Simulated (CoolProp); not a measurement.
Properties of n-heptane along the isobar 7.84 bar.

The numbers come from the reference Helmholtz-energy equation of state, Span 2003 in CoolProp. It is a short technical equation, of lower accuracy than the large ones.

| T (°C) | phase | Z | cv (kJ/(kg K)) | Joule-Thomson coefficient (K/MPa) |
|---|---|---|---|---|
| 194.45 | gas | 0.7952 | (withheld) | 18.57 |
| 202.95 | gas | (withheld) | 2.410 | 16.78 |
| 211.45 | gas | (withheld) | 2.437 | 15.27 |
| 219.95 | gas | 0.8397 | 2.464 | 13.99 |
| 228.45 | gas | 0.8514 | 2.492 | 12.88 |
| 237.05 | gas | 0.8619 | 2.520 | 11.90 |
| 245.55 | gas | 0.8713 | 2.548 | (withheld) |
| 254.05 | gas | 0.8798 | (withheld) | 10.29 |
| 262.55 | gas | 0.8876 | 2.603 | 9.617 |
| 271.05 | gas | (withheld) | (withheld) | 9.011 |

What belongs in the gaps?


- 194.45, cv (kJ/(kg K)): 2.384
- 202.95, Z: 0.8120
- 211.45, Z: 0.8267
- 245.55, Joule-Thomson coefficient (K/MPa): 11.05
- 254.05, cv (kJ/(kg K)): 2.575
- 271.05, Z: 0.8947
- 271.05, cv (kJ/(kg K)): 2.631
